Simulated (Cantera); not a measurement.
A perfectly stirred reactor is fed with 4.31 % H₂, 95.7 % O₂, equivalence ratio 0.022, at 2670 Pa; it is held at 950 K, and followed from long to short residence time.

Model: the H2/O2 subset of GRI-Mech 3.0, which has no nitrogen chemistry, integrated in Cantera. Radical loss at walls, strong at low pressure, is not modelled. The temperature is held fixed by assumption; the heat of reaction is taken as removed at once.

Q: Predict: x(H₂) at τ = 19.0 s; x(O₂) at τ = 19.0 s; x(OH) at τ = 19.0 s; x(H) at τ = 19.0 s; x(H₂O₂) at τ = 19.0 s; x(H₂) at τ = 0.410 s; x(O₂) at τ = 0.410 s; x(OH) at τ = 0.410 s; x(H) at τ = 0.410 s; x(H₂O₂) at τ = 0.410 s.

A: 
* **x(H₂) at τ = 19.0 s**: 0.000100
* **x(O₂) at τ = 19.0 s**: 0.956
* **x(OH) at τ = 19.0 s**: 5.47e-5
* **x(H) at τ = 19.0 s**: 1.57e-6
* **x(H₂O₂) at τ = 19.0 s**: 7.89e-8
* **x(H₂) at τ = 0.410 s**: 0.000887
* **x(O₂) at τ = 0.410 s**: 0.955
* **x(OH) at τ = 0.410 s**: 0.000246
* **x(H) at τ = 0.410 s**: 7.05e-5
* **x(H₂O₂) at τ = 0.410 s**: 2.19e-7
